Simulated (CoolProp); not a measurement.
100 sccm (0 °C, 1 atm) of nitrogen bubbles through liquid octamethylcyclotetrasiloxane (D4) at 309.2 K and leaves saturated at a total pressure of 0.007 MPa (ideal gas phase). Each further row changes one setting.

Values from CoolProp's reference Helmholtz-energy equation of state, Thol 2015.

```json
[
 {"case": "as stated", "vapour pressure (kPa)": "0.295", "mole fraction of vapour": "[?]", "delivery (mg/min)": "[?]", "delivery (sccm)": "4.39", "change of delivery for a bath 1 K warmer (%)": "7.3"},
 {"case": "bath temperature 314.2 K", "vapour pressure (kPa)": "[?]", "mole fraction of vapour": "[?]", "delivery (mg/min)": "82.5", "delivery (sccm)": "[?]", "change of delivery for a bath 1 K warmer (%)": "7.1"},
 {"case": "total pressure 0.014 MPa", "vapour pressure (kPa)": "0.295", "mole fraction of vapour": "0.0210", "delivery (mg/min)": "28.5", "delivery (sccm)": "2.15", "change of delivery for a bath 1 K warmer (%)": "7.1"}
]
```

Task: Fill in the missing entries.

Result: 
- as stated, mole fraction of vapour: 0.0421
- as stated, delivery (mg/min): 58.2
- bath temperature 314.2 K, vapour pressure (kPa): 0.411
- bath temperature 314.2 K, mole fraction of vapour: 0.0587
- bath temperature 314.2 K, delivery (sccm): 6.23
